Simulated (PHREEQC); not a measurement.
Copper plating or etch bath (model solution)

Solution (25 °C): 0.0072 mol Cu(BF4)2, 9e-05 mol H2SO4 and 4.9e-05 mol KCl per kg of water. Closed to the air; pH follows from the charge balance.

Model: ion-association model, phreeqc.dat, run in PHREEQC.

This is a speciation only: nothing precipitates in the calculation.

Problem. What pH, ionic strength does the model give?

Solution. pH 2.87; ionic strength 0.0228 mol/kgw.

Problem. In which forms is F present?

Solution. BF4- 82 %, HF 7.1 %, BF3OH- 5.5 %, F- 4.1 %, BF2(OH)2- 1.2 % of the F.

Species that the database lacks are ignored. Real BF4- forms and hydrolyses slowly; the run takes it at equilibrium.
